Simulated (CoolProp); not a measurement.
Vapour-liquid equilibrium of R143a (1) + R1234yf (2) at 1420 kPa; x and y are mole fractions of (1).

The numbers come from the multi-fluid Helmholtz-energy mixture model, Lemmon and Jacobsen 2000 and Lemmon 2022; pair parameters Bell 2016 in CoolProp.

### Question
Give the bubble temperature and the first vapour's composition at x = 0.125, 0.35, 0.65. Is there an azeotrope?

### Answer
x = 0.125: 322.9 K, y = 0.176; x = 0.35: 316.6 K, y = 0.445; x = 0.65: 309.6 K, y = 0.731. No azeotrope shows between x = 0.05 and 0.95.

Pair parameters are fitted to limited data, so mixtures are less certain than the pure fluids.
